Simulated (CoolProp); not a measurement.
Carbon monoxide along the isotherm -144.05 °C: Z from the reference equation and from simpler models built on Tc = -140.3 °C, pc = 3498 kPa, ω = 0.050; each cubic takes its own stable root.

Model: reference Helmholtz-energy equation of state, Lemmon 2006, in CoolProp. It is a short technical equation, of lower accuracy than the large ones.

```tsv
p (kPa)	phase	reference
27.7	gas	0.9971
62.9	gas	0.9935
143	gas	0.9850
326	gas	0.9654
742	gas	0.9184
1690	gas	0.7940
3840	liquid	0.1952
8750	liquid	0.3876
```

### Question
How far does each simpler model (van der Waals, Redlich-Kwong, Soave-Redlich-Kwong) lie from the reference over these 8 states: mean and median of the absolute difference, and the worst?

### Answer
- van der Waals: mean 9.6 %, median 0.8 %, worst +40.3 % at -144.05 °C and 3840 kPa
- Redlich-Kwong: mean 2.1 %, median 0.1 %, worst +11.8 % at -144.05 °C and 3840 kPa
- Soave-Redlich-Kwong: mean 2.0 %, median 0.1 %, worst +11.4 % at -144.05 °C and 3840 kPa
